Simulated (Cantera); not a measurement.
Feed: 1 mol B, 2.2 mol N₂, a varied amount of H₂O, held at 675 °C and 10000 Pa.

These are equilibrium values from Cantera (NASA tables, ideal gas, pure condensed phases), not measurements of a reactor. Candidate condensed phases: B, BN, B₂O₃, B₃O₃H₃, H₂O; 39 gas species. N₂ is the only nitrogen source here; it is nearly inert below about 1500 K, so the nitride shown seldom forms there in practice. Gases not in the tables: H₃BO₃. The numbers say what is thermodynamically allowed, not how fast it happens.

Task: Which condensed phases are stable at each of these points (n(H₂O) (mol)): 0.38, 0.54, 0.78, 1.1, 1.6, 2.3, 3.4, 4.9, 7, 10, 15?

Result: 
```
n(H₂O) (mol)  condensed phases  B condensed (%)
------------  ----------------  ---------------
0.38           BN(s) + B₂O₃(l)            100.0
0.54           BN(s) + B₂O₃(l)            100.0
0.78           BN(s) + B₂O₃(l)            100.0
1.1            BN(s) + B₂O₃(l)            100.0
1.6                    B₂O₃(l)             99.9
2.3                    B₂O₃(l)             98.8
3.4                    B₂O₃(l)             96.2
4.9                    B₂O₃(l)             91.9
7                      B₂O₃(l)             85.5
10                     B₂O₃(l)             75.8
15                     B₂O₃(l)             59.3
```

From 0.38 mol H₂O to 1.1 mol H₂O the condensed part is BN(s) + B₂O₃(l). From 1.6 mol H₂O to 15 mol H₂O the condensed part is B₂O₃(l).
